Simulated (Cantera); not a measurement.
A freely propagating, adiabatic, planar premixed flame of H2 : O2 : N2 = 1 : 0.385 : 1.45 (molar parts), equivalence ratio 1.3, unburnt at 575 K and 173 Torr; mixture-averaged transport, grid criteria slope 0.08 and curve 0.16, no radiation.

Model: the H2/O2 subset of GRI-Mech 3.0, which has no nitrogen chemistry, integrated in Cantera. Burning velocities carry a grid error of a few per cent, more on coarse grids.

Problem. What does this change do: inlet temperature 575 to 723 K?

Solution. 
```json
[
 {"quantity": "laminar burning velocity", "before": "665 cm/s", "after": "1050 cm/s"},
 {"quantity": "thermal thickness", "before": "3.06 mm", "after": "3.56 mm"},
 {"quantity": "peak x(O)", "before": "0.0111", "after": "0.0130"},
 {"quantity": "peak x(H2O2)", "before": "2.27e-6", "after": "1.07e-6"},
 {"quantity": "peak x(H)", "before": "0.106", "after": "0.117"},
 {"quantity": "peak x(OH)", "before": "0.0152", "after": "0.0176"}
]
```

Problem. What does this change do: N2 1.45 to 1.8 parts?

Solution. 
```
quantity                    before     after
------------------------  --------  --------
laminar burning velocity  665 cm/s  566 cm/s
thermal thickness          3.06 mm   3.28 mm
peak x(O)                   0.0111   0.00885
peak x(H2O2)               2.27e-6   2.18e-6
peak x(H)                    0.106    0.0907
peak x(OH)                  0.0152    0.0111
```
